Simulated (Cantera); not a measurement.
**Pyrogenic steam for wet oxidation**

A perfectly stirred reactor is fed with H2 : O2 : N2 = 0.62 : 1 : 0.56 (molar parts), at 0.200 bar; it is held at 1300 K, and followed from long to short residence time.

Cantera simulation using the H2/O2 subset of GRI-Mech 3.0, which has no nitrogen chemistry; the numbers are that mechanism's predictions, not measurements. The temperature is held fixed by assumption; the heat of reaction is taken as removed at once.

```tsv
τ (s)	x H2	x O2	x H	x H2O2	x OH	x HO2
2.9	7.06e-5	0.369	2.29e-6	3.26e-7	0.000435	2.70e-6
0.97	0.000146	0.369	6.94e-6	5.28e-7	0.000627	5.27e-6
0.32	0.000303	0.369	2.13e-5	8.35e-7	0.000908	1.00e-5
0.10	0.000648	0.368	6.90e-5	1.31e-6	0.00134	1.86e-5
0.034	0.00130	0.368	0.000204	1.92e-6	0.00193	3.06e-5
0.011	0.00264	0.367	0.000629	2.77e-6	0.00285	4.65e-5
0.0037	0.00514	0.366	0.00185	3.78e-6	0.00417	6.27e-5
0.0012	0.0100	0.364	0.00551	4.89e-6	0.00619	7.67e-5
0.00039	0.0190	0.361	0.0155	5.74e-6	0.00899	8.41e-5
```
x: mole fraction; the columns are a selection and need not sum to one.
